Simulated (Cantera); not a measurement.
**Premixed flame**

A freely propagating, adiabatic, planar premixed flame of CH4 : H2 : O2 : N2 = 1 : 0.21 : 2.19 : 8.24 (molar parts), equivalence ratio 0.96, unburnt at 300 K and 0.109 atm; mixture-averaged transport, grid criteria slope 0.08 and curve 0.16, no radiation.

Cantera simulation using GRI-Mech 3.0 (53 species, 325 reactions); the numbers are that mechanism's predictions, not measurements. Burning velocities carry a grid error of a few per cent, more on coarse grids.

| z (mm) | T (K) | u (m/s) | x CH4 | x H2 | x O2 | x HCO | x N2O | x C2H2 |
|---|---|---|---|---|---|---|---|---|
| -8.12 | 300 | 0.695 | 0.0859 | 0.0181 | 0.188 | <1e-8 | <1e-8 | <1e-8 |
| -5.41 | 300 | 0.695 | 0.0859 | 0.0185 | 0.188 | <1e-8 | <1e-8 | <1e-8 |
| -4.06 | 301 | 0.698 | 0.0857 | 0.0193 | 0.188 | <1e-8 | <1e-8 | <1e-8 |
| -2.71 | 325 | 0.755 | 0.0846 | 0.0216 | 0.187 | <1e-8 | <1e-8 | 9.22e-8 |
| -1.35 | 699 | 1.65 | 0.0660 | 0.0269 | 0.162 | 2.74e-7 | <1e-8 | 5.85e-6 |
| -0.677 | 1128 | 2.69 | 0.0384 | 0.0296 | 0.124 | 1.30e-5 | <1e-8 | 2.31e-5 |
| 0 | 1529 | 3.68 | 0.0103 | 0.0281 | 0.0755 | 7.15e-5 | <1e-8 | 4.84e-5 |
| 0.677 | 1690 | 4.07 | 0.00100 | 0.0213 | 0.0459 | 2.59e-5 | <1e-8 | 1.17e-5 |
| 1.35 | 1723 | 4.15 | 5.50e-5 | 0.0172 | 0.0348 | 1.99e-6 | 1.16e-8 | 5.21e-7 |
| 2.71 | 1749 | 4.19 | 1.44e-7 | 0.0162 | 0.0291 | 2.15e-8 | 1.24e-8 | <1e-8 |
| 5.41 | 1778 | 4.24 | <1e-8 | 0.0165 | 0.0268 | 1.19e-8 | 1.21e-8 | <1e-8 |
| 10.8 | 1819 | 4.32 | <1e-8 | 0.0158 | 0.0254 | <1e-8 | 1.25e-8 | <1e-8 |
| 21.7 | 1875 | 4.44 | <1e-8 | 0.0143 | 0.0237 | <1e-8 | 1.35e-8 | <1e-8 |
x: mole fraction of selected species; z is measured from the peak of heat release.

The laminar burning velocity is 69.5 cm/s and the thermal thickness is 2.71 mm. The peak x(HCO) is 7.21e-5, the peak x(C2H2) is 4.86e-5 and the grid points is 173.
